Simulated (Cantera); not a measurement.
## Moist CO burnout

A perfectly stirred reactor is fed with CO : O2 : H2O : N2 = 0.0065 : 0.031 : 0.02 : 1 (molar parts), equivalence ratio 0.10, at 4.30 bar; it is held at 1375 K, and followed from long to short residence time.

Cantera simulation using GRI-Mech 3.0 (53 species, 325 reactions); the numbers are that mechanism's predictions, not measurements.

```
τ (s)        x CO    x O2   x H2O      x OH     x NO
-------  --------  ------  ------  --------  -------
20        3.39e-6  0.0263  0.0190   7.38e-6  1.73e-7
6.9       7.41e-6  0.0263  0.0190   9.77e-6  1.77e-7
2.3       1.62e-5  0.0263  0.0190   1.33e-5  2.03e-7
0.79      3.45e-5  0.0263  0.0190   1.82e-5  2.40e-7
0.27      7.31e-5  0.0263  0.0190   2.49e-5  2.73e-7
0.091    0.000156  0.0264  0.0189   3.43e-5  2.75e-7
0.031    0.000325  0.0265  0.0189   4.67e-5  2.28e-7
0.010    0.000689  0.0266  0.0189   6.38e-5  1.53e-7
0.0035    0.00132  0.0269  0.0189   8.34e-5  9.37e-8
0.0012    0.00238  0.0274  0.0189  0.000105  5.22e-8
0.00041   0.00379  0.0281  0.0188  0.000120  2.47e-8
```
x: mole fraction; the columns are a selection and need not sum to one.
